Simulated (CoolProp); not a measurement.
A single-stage vapour-compression cycle with R404A: evaporating at 210.15 K (dew point), condensing at 278.15 K (bubble point), superheat 0 K, subcooling 5 K, compressor efficiency 0.65, no pressure losses. Each further row changes one setting.

Computed with CoolProp (reference Helmholtz-energy equation of state, Lemmon 2003). It is a pseudo-pure fit of the blend.

```tsv
case	cooling COP	pressure ratio	discharge temperature (K)	refrigerating effect (kJ/kg)	volumetric capacity (kJ/m³)
as stated	1.46	17.8	328.6	129	297
evaporating temperature 215.15 K	1.66	13.4	?	133	?
condensing temperature 273.15 K	1.63	15.3	?	136	312
subcooling 10 K	?	17.8	328.6	136	312
superheat 10 K	1.46	17.8	?	?	298
compressor efficiency 0.55	1.23	17.8	?	129	297
```

Question: What belongs in the gaps?

Answer: 
- evaporating temperature 215.15 K, discharge temperature (K): 322.7
- evaporating temperature 215.15 K, volumetric capacity (kJ/m³): 396
- condensing temperature 273.15 K, discharge temperature (K): 321.9
- subcooling 10 K, cooling COP: 1.53
- superheat 10 K, discharge temperature (K): 340.5
- superheat 10 K, refrigerating effect (kJ/kg): 137
- compressor efficiency 0.55, discharge temperature (K): 344.8
